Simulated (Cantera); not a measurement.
Source: NASA polynomial tables (part measured, part estimated), evaluated in Cantera. Values are per mole of reaction as written; species without (g) are pure solids or liquids, kept so even where they would boil at 1 bar.

Si3N4 → 3 Si(g) + 4 N(g)

```
T (K)  ΔH° (kJ)  ΔS° (J/K)  ΔG° (kJ)  log10 K
-----  --------  ---------  --------  -------
950      3996.2     1029.9    3017.8  -165.93
1000        [?]        [?]       [?]      [?]
1050     3995.0     1028.7    2914.9  -145.00
1100        [?]        [?]       [?]      [?]
1150     3993.2     1027.1    2812.1  -127.73
1200     3992.2     1026.2    2760.8  -120.17
```

Q: Fill in the missing entries.

A: 
- 1000, ΔH° (kJ): 3995.7
- 1000, ΔS° (J/K): 1029.3
- 1000, ΔG° (kJ): 2966.3
- 1000, log10 K: -154.94
- 1100, ΔH° (kJ): 3994.2
- 1100, ΔS° (J/K): 1027.9
- 1100, ΔG° (kJ): 2863.5
- 1100, log10 K: -135.97
